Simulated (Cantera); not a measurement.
Charge: 1 mol Fe₃O₄, 1.2 mol CH₄, 0.024 mol CO, at 1.00 bar.

Method: chemical equilibrium by Gibbs-energy minimisation in Cantera with the NASA 1993 tables (ideal gas, pure condensed phases). Candidate condensed phases: C, C₆H₆, C₇H₈, C₈H₁₈, Fe, Fe(CO)₅, FeO, Fe(OH)₂, Fe(OH)₃, Fe₂O₃, Fe₃O₄, H₂O; 114 gas species. Each liquid is taken as pure. Mutual solubility and eutectic melting of coexisting phases are not modelled. The tables' stoichiometric FeO is somewhat more stable than real wüstite, so its field is too wide. FeO: taken at fixed stoichiometry. Equilibrium is a limit: real reactors are often held back by kinetics, nucleation or transport.

### Question
What share of the Fe ends up in condensed phases as a function of T (°C), at 1425, 1500, 1575, 1650, 1725, 1800, 1875, 1950, 2025, 2100, 2175, 2250, 2325?

### Answer
```json
[
 {"T (°C)": "1425", "Fe condensed (%)": "100.0", "as": "Fe(δ) + FeO(l)"},
 {"T (°C)": "1500", "Fe condensed (%)": "100.0", "as": "Fe(δ) + FeO(l)"},
 {"T (°C)": "1575", "Fe condensed (%)": "100.0", "as": "Fe(l) + FeO(l)"},
 {"T (°C)": "1650", "Fe condensed (%)": "100.0", "as": "Fe(l) + FeO(l)"},
 {"T (°C)": "1725", "Fe condensed (%)": "99.9", "as": "Fe(l) + FeO(l)"},
 {"T (°C)": "1800", "Fe condensed (%)": "99.9", "as": "Fe(l) + FeO(l)"},
 {"T (°C)": "1875", "Fe condensed (%)": "99.8", "as": "Fe(l) + FeO(l)"},
 {"T (°C)": "1950", "Fe condensed (%)": "99.6", "as": "Fe(l) + FeO(l)"},
 {"T (°C)": "2025", "Fe condensed (%)": "99.2", "as": "Fe(l) + FeO(l)"},
 {"T (°C)": "2100", "Fe condensed (%)": "98.5", "as": "Fe(l) + FeO(l)"},
 {"T (°C)": "2175", "Fe condensed (%)": "97.3", "as": "Fe(l) + FeO(l)"},
 {"T (°C)": "2250", "Fe condensed (%)": "95.3", "as": "Fe(l) + FeO(l)"},
 {"T (°C)": "2325", "Fe condensed (%)": "92.0", "as": "Fe(l) + FeO(l)"}
]
```
